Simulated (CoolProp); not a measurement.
A single-stage vapour-compression cycle with R22: evaporating at 220.15 K (dew point), condensing at 258.15 K (bubble point), superheat 5 K, subcooling 5 K, compressor efficiency 0.65, no pressure losses. Each further row changes one setting.

Computed with CoolProp (reference Helmholtz-energy equation of state, Kamei 1995).

```tsv
case	cooling COP	pressure ratio	discharge temperature (K)	refrigerating effect (kJ/kg)	volumetric capacity (kJ/m³)
as stated	3.32	5.37	328.3	208	541
evaporating temperature 225.15 K	?	4.15	317.7	?	?
condensing temperature 253.15 K	?	4.45	316.3	213	556
subcooling 10 K	3.41	5.37	328.3	213	556
superheat 15 K	3.27	5.37	340.4	214	531
compressor efficiency 0.55	2.81	5.37	?	208	541
```

**Question.** Some entries are withheld; supply them.

**Answer.** 
- evaporating temperature 225.15 K, cooling COP: 3.99
- evaporating temperature 225.15 K, refrigerating effect (kJ/kg): 210
- evaporating temperature 225.15 K, volumetric capacity (kJ/m³): 697
- condensing temperature 253.15 K, cooling COP: 3.89
- compressor efficiency 0.55, discharge temperature (K): 344.1
